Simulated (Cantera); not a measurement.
Charge: 1 mol Nb, 5.2 mol H₂O, at 1850 °C and 0.0100 bar.

Cantera equilibrium calculation (NASA polynomials, part measured and part estimated; ideal gas, pure solids and liquids). Candidate condensed phases: H₂O, Nb, NbO, NbO₂, Nb₂O₅; 12 gas species. Condensed phases not in the tables: the oxides between NbO₂ and Nb₂O₅. Equilibrium is a limit: real reactors are often held back by kinetics, nucleation or transport.

Base state: H₂O 0.508, H₂ 0.463, H 0.0244, OH 0.00332, NbO₂ 0.00108, O 0.000124, O₂ 5.81e-5 (mole fractions); condensed: Nb₂O₅(l).

### Question
What changes in the equilibrium state with this change: temperature from 1850 °C to 1875 °C?

### Answer
```tsv
species	before	after
H₂O	0.508	0.506
H₂	0.463	0.460
H	0.0244	0.0283
NbO₂	0.00108	0.00152
O	0.000124	0.000174
O₂	5.81e-5	8.13e-5
Nb₂O₅(l), mol	0.497	0.496
```
